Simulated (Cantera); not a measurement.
A perfectly stirred reactor is fed with H2 : O2 = 0.027 : 1 (molar parts), equivalence ratio 0.013, at 20.0 Torr; it is held at 1323 K, and followed from long to short residence time.

Detailed kinetics in Cantera: the H2/O2 subset of GRI-Mech 3.0, which has no nitrogen chemistry. Radical loss at walls, strong at low pressure, is not modelled.

Problem. What does this change do: O2 1 to 0.36 parts?

Solution. 
| quantity | before | after |
|---|---|---|
| x(H2) at τ = 5.40 s | 1.79e-5 | 4.18e-5 |
| x(O2) at τ = 5.40 s | 0.973 | 0.927 |
| x(H2O) at τ = 5.40 s | 0.0264 | 0.0718 |
| x(OH) at τ = 5.40 s | 0.000490 | 0.000831 |
| x(HO2) at τ = 5.40 s | 3.96e-7 | 7.80e-7 |
| x(H2) at τ = 79.0 ms | 0.000212 | 0.000561 |
| x(O2) at τ = 79.0 ms | 0.965 | 0.917 |
| x(H2O) at τ = 79.0 ms | 0.0252 | 0.0691 |
| x(OH) at τ = 79.0 ms | 0.00178 | 0.00323 |
| x(HO2) at τ = 79.0 ms | 1.83e-6 | 3.98e-6 |
The temperature is held fixed by assumption; the heat of reaction is taken as removed at once.
